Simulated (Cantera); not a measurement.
Input (Python, Cantera) and output of one run.

```python
import numpy as np
import cantera as ct

gas_names = """
    O2 N2
""".split()
cond_names = """
    V(cr) VN(s) VO(s) V2O3(s) V2O4(II) V2O5(s)
""".split()


# ... load() reads the species with a 1 bar reference pressure and builds the phases ...
species = {s.name: s for s in load("nasa_gas.yaml", gas_names) + load("nasa_condensed.yaml", cond_names)}
T = 850
g = {n: (s.thermo.h(T) - T * s.thermo.s(T)) / (ct.gas_constant * T * np.log(10)) for n, s in species.items()}
valid = cond_names  # the entries whose range holds T


def stable(la, lb):
    # potentials (over RT ln 10) of the two non-metals from log10 p(O2) and log10 p(N2) in bar
    mu = {}
    mu["O"] = (g["O2"] + la) / 2
    mu["N"] = (g["N2"] + lb) / 2
    cost = {}
    for n in valid:
        c = species[n].composition
        cost[n] = (g[n] - sum(c.get(e, 0) * m for e, m in mu.items())) / c["V"]
    return min(cost, key=cost.get)


results = []
for lb in [0, -1.9, -3.8, -5.7, -7.6, -9.4, -11.3, -13.2, -15.1, -17]:
    row = [stable(la, lb) for la in [-32, -30.1, -28.2, -26.4, -24.5, -22.6, -20.7, -18.8, -16.9, -15.1, -13.2, -11.3, -9.4, -7.5, -5.6, -3.8, -1.9, 0]]
    results.append(row)
    print(f"{lb:6.1f}  " + " ".join(f"{valid.index(n):x}" for n in row))
print("key: " + ", ".join(f"{i:x} {n}" for i, n in enumerate(valid)))
```

Output:

```
   0.0  1 1 3 3 3 3 3 3 4 4 4 4 4 4 5 5 5 5
  -1.9  1 3 3 3 3 3 3 3 4 4 4 4 4 4 5 5 5 5
  -3.8  1 3 3 3 3 3 3 3 4 4 4 4 4 4 5 5 5 5
  -5.7  3 3 3 3 3 3 3 3 4 4 4 4 4 4 5 5 5 5
  -7.6  3 3 3 3 3 3 3 3 4 4 4 4 4 4 5 5 5 5
  -9.4  3 3 3 3 3 3 3 3 4 4 4 4 4 4 5 5 5 5
 -11.3  3 3 3 3 3 3 3 3 4 4 4 4 4 4 5 5 5 5
 -13.2  3 3 3 3 3 3 3 3 4 4 4 4 4 4 5 5 5 5
 -15.1  3 3 3 3 3 3 3 3 4 4 4 4 4 4 5 5 5 5
 -17.0  3 3 3 3 3 3 3 3 4 4 4 4 4 4 5 5 5 5
key: 0 V(cr), 1 VN(s), 2 VO(s), 3 V2O3(s), 4 V2O4(II), 5 V2O5(s)
```

Source: NASA polynomial tables (part measured, part estimated), evaluated in Cantera. VN, VO: taken at fixed stoichiometry. Not in the tables: V3O5 to V6O13, V2N.
